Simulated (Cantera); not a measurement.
Transport properties of process gases

Gas mixture: N₂O = 0.41 (molar parts), at 0.0170 bar, frozen composition.

Cantera's kinetic-theory transport with the Lennard-Jones parameters of GRI-Mech 3.0, ideal gas; thermal conductivity in the mixture-averaged form. The composition is frozen, though it would react at the higher temperatures.

```csv
T (K),ρ (kg/m³),cp (J/kg/K),μ (µPa s),λ (mW/m/K),Pr,D (cm²/s) C₂H₂,D (cm²/s) OH,D (cm²/s) NO
400,0.0225,970.3,19.5,25.5,0.741,12.5,24.5,15.4
500,0.0180,1043,23.6,33.2,0.740,18.9,36.2,22.8
600,0.0150,1101,27.3,40.7,0.739,26.2,49.6,31.4
700,0.0129,1150,30.8,47.9,0.739,34.5,64.6,40.9
800,0.0112,1192,34.0,54.9,0.739,43.6,81.0,51.4
900,0.01000,1227,37.1,61.5,0.740,53.5,98.9,62.8
1000,0.00900,1255,40.0,68.0,0.739,64.1,118,75.0
1100,0.00818,1275,42.8,74.1,0.736,75.4,139,88.0
1200,0.00750,1294,45.5,80.1,0.735,87.5,160,102
```
D: mixture-averaged diffusion coefficient of that species in the mixture.
